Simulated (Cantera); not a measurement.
An adiabatic, constant-pressure homogeneous reactor starts with CH₄ : O₂ : N₂ = 1 : 2.11 : 7.92 (molar parts), equivalence ratio 0.95, at 1325 K and 140000 Pa.

Cantera simulation using GRI-Mech 3.0 (53 species, 325 reactions); the numbers are that mechanism's predictions, not measurements.

Predict: time of steepest temperature rise; temperature at 8.00 s; equilibrium temperature; x(O₂) at 8.00 s; x(H) at 8.00 s.

time of steepest temperature rise: 6.38 ms
temperature at 8.00 s: 2675 K
equilibrium temperature: 2675 K
x(O₂) at 8.00 s: 0.0212 (gas-phase equilibrium 0.0212)
x(H) at 8.00 s: 0.00477 (gas-phase equilibrium 0.00477)
